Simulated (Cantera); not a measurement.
A Cantera script and what it prints.

```python
import numpy as np
import cantera as ct

gas_names = """
    Electron Br Br2 H H+ H- HBr H2 H2+ H2- N N+ N- NH NH+ NH2 NH3 NH4+ N2 N2+ N2- N2H2 N2H4
""".split()
cond_names = """
    Br2(cr) Br2(L)
""".split()


# ... load() reads the species with a 1 bar reference pressure and builds the phases ...
atoms = {
    'HBr': {'H': 1, 'Br': 1},
    'H2': {'H': 2},
    'N2': {'N': 2},
}
top_T = {}  # K; cautious upper limits of use, not melting points


# ... equilibrate(T, P, feed) seeds the gas with the atoms and calls Mixture.equilibrate('TP', solver="vcs", rtol=1e-11, max_steps=5000) ...
results = []
feed = {'HBr': 1, 'H2': 0.095, 'N2': 3}  # mol
P = 630000  # Pa
for T in [3000, 3500, 4000, 4500, 5000]:
    mix = equilibrate(T, P, feed)
    results.append((T, P, feed, dict(zip(mix.species_names, mix.species_moles))))

top = {s: max(r[3][s] / sum(r[3][g] for g in gas_names) for r in results) for s in gas_names}
cols = sorted((s for s in top if top[s] > 1e-06), key=lambda s: -top[s])[:9]
seen = [c for c in cond_names if any(r[3].get(c, 0) > 1e-12 for r in results)]
print("log10 of partial pressures in bar; condensed amounts in mol")
print(f"{'T/K':>10s}" + "".join(f"{s[:9]:>10s}" for s in cols + seen))
for T, P, feed, n in results:
    ng = sum(n[g] for g in gas_names)
    print(f"{T:10.4g}" + "".join(f"{np.log10(max(n[s] / ng * P / 1e5, 1e-99)):10.3f}" for s in cols)
          + "".join(f"{n.get(c, 0):10.4g}" for c in seen))
```

It prints:

```
log10 of partial pressures in bar; condensed amounts in mol
       T/K        N2         H        Br       HBr        H2         N       Br2        NH       NH2
      3000     0.631    -0.958    -0.091    -0.214    -0.312    -4.541    -2.659    -5.010    -5.321
      3500     0.611    -0.399     0.022    -0.513    -0.340    -3.349    -2.950    -4.143    -4.893
      4000     0.589    -0.073     0.064    -0.879    -0.551    -2.457    -3.256    -3.589    -4.762
      4500     0.571     0.076     0.077    -1.291    -0.925    -1.760    -3.538    -3.261    -4.866
      5000     0.560     0.128     0.079    -1.698    -1.360    -1.200    -3.781    -3.064    -5.082
```

Cantera equilibrium calculation (NASA polynomials, part measured and part estimated; ideal gas, pure solids and liquids).
